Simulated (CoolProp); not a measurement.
Saturation properties of hexamethyldisiloxane (MM) (Tc = 518.7 K, pc = 19.31 bar, ω = 0.418).

Values from CoolProp's reference Helmholtz-energy equation of state, Thol 2016.

| T (K) | p (bar) | liquid density (kg/m³) | enthalpy of vaporisation (kJ/kg) | liquid cp (kJ/(kg K)) | surface tension (mN/m) |
|---|---|---|---|---|---|
| 409.5 | 2.577 | 628.8 | 172.3 | 2.235 | 6.31 |
| 415 | 2.925 | 621.2 | 168.9 | 2.255 | 5.91 |
| 420.5 | 3.307 | 613.4 | 165.3 | 2.275 | 5.51 |
| 426 | 3.727 | 605.4 | 161.6 | 2.297 | 5.12 |
| 431.5 | 4.186 | 597.1 | 157.8 | 2.319 | 4.74 |
| 437.1 | 4.696 | 588.4 | 153.7 | 2.344 | 4.36 |
| 442.6 | 5.241 | 579.6 | 149.6 | 2.369 | 3.99 |
| 448.1 | 5.833 | 570.5 | 145.2 | 2.396 | 3.62 |
| 453.6 | 6.475 | 561.0 | 140.7 | 2.426 | 3.27 |
| 459.1 | 7.170 | 551.1 | 135.9 | 2.459 | 2.92 |
| 464.6 | 7.921 | 540.7 | 130.9 | 2.495 | 2.58 |

It boils at 373.7 K under 1 atm.

Surface tension comes from a separate correlation (Mulero 2014), older than this fluid's equation and unchecked against measurements.
